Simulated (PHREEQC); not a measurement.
H3BO3 is added in steps, without added water, to 1 kg of water holding 0.0096 mol CsOH and 0.0045 mol K3PO4, at 25 °C. Oxygen alone is held at its pressure in air (log pO2 = -0.68). No CO2 enters from the air. Precipitation was switched off in this run.

Base run: PHREEQC, ion-association model, wateq4f.dat. Each further column changes one thing. The table gives PO4-3 (mol/kgw).

```csv
H3BO3 added (mol),base,Debye-Hückel limiting law,all activity coefficients set to 1,metal-ligand complexes left out,Davies equation for every ion
0,0.00225,0.00246,0.00160,0.00226,0.00228
0.003333,0.00192,0.00212,0.00132,0.00193,0.00195
0.006667,0.00149,0.00167,0.000994,0.00150,0.00152
0.01,0.000941,0.00106,0.000606,0.000950,0.000959
0.01333,0.000270,0.000310,0.000165,0.000273,0.000276
0.01667,3.23e-5,3.91e-5,1.79e-5,3.28e-5,3.35e-5
0.02,1.47e-5,1.78e-5,8.10e-6,1.49e-5,1.52e-5
```

H3PO4, which wateq4f.dat lacks, is added to it with the constant of phreeqc.dat.
